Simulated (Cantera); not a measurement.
Feed: 1 mol CH3F, 1 mol HCl, equilibrated at 973.15 K and 3.40 Pa.

Equilibrium computed with Cantera from the NASA thermochemical tables; the gas is ideal and each condensed phase is pure. Candidate condensed phases: C, C6H6, C7H8, C8H18; 118 gas species. Kinetics and transport are ignored.

Base state: HCl 0.333, HF 0.333, H2 0.333 (mole fractions); condensed: C(graphite).

Problem. What changes in the equilibrium state with this change: CH3F replaced by CH3Cl?

Solution. 
```tsv
species	before	after
HCl	0.333	0.667
H2	0.333	0.333
HF	0.333	0
C(graphite), mol	1.000	1.000
```

Problem. What changes in the equilibrium state with this change: temperature from 973.15 K to 2000 K?

Solution. 
```json
[
 {"species": "HF", "before": "0.333", "after": "0.295"},
 {"species": "H2", "before": "0.333", "after": "0.266"},
 {"species": "HCl", "before": "0.333", "after": "0.210"},
 {"species": "H", "before": "1.08e-7", "after": "0.144"},
 {"species": "Cl", "before": "1.01e-7", "after": "0.0848"},
 {"species": "C2H2 (acetylene)", "before": "<1e-9", "after": "0.000204"},
 {"species": "F", "before": "<1e-9", "after": "6.57e-5"},
 {"species": "C(graphite), mol", "before": "1.000", "after": "0.999"}
]
```

Problem. What changes in the equilibrium state with this change: temperature from 973.15 K to 2225 K?

Solution. 
| species | before | after |
|---|---|---|
| H | 1.08e-7 | 0.394 |
| HF | 0.333 | 0.239 |
| Cl | 1.01e-7 | 0.166 |
| HCl | 0.333 | 0.0733 |
| H2 | 0.333 | 0.126 |
| F | <1e-9 | 0.000700 |
| C2H2 (acetylene) | <1e-9 | 0.000369 |
| C3 | <1e-9 | 0.000117 |
| C | <1e-9 | 6.97e-5 |
| C2H | <1e-9 | 4.29e-5 |
| C(graphite), mol | 1.000 | 0.995 |
